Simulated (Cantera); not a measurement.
Charge: 1 mol Si, a varied amount of Br₂, at 0.00133 bar.

Cantera equilibrium calculation (NASA polynomials, part measured and part estimated; ideal gas, pure solids and liquids). Candidate condensed phases: Br₂, Si; 9 gas species. The tables' values for SiBr₃ are old estimates. Rates play no part.

**Question.** What condenses at these points (T in °C, n(Br₂) in mol): (1327, 0.68); (1127, 3.7); (827, 3.7); (1027, 2.1); (627, 3.7)?

**Answer.** 
```json
[
 {"T (°C)": "1327", "n(Br₂) in mol": "0.68", "condensed phases": "Si", "Si condensed (%)": "34.4"},
 {"T (°C)": "1127", "n(Br₂) in mol": "3.7", "condensed phases": "gas only", "Si condensed (%)": "0.0"},
 {"T (°C)": "827", "n(Br₂) in mol": "3.7", "condensed phases": "gas only", "Si condensed (%)": "0.0"},
 {"T (°C)": "1027", "n(Br₂) in mol": "2.1", "condensed phases": "gas only", "Si condensed (%)": "0.0"},
 {"T (°C)": "627", "n(Br₂) in mol": "3.7", "condensed phases": "gas only", "Si condensed (%)": "0.0"}
]
```
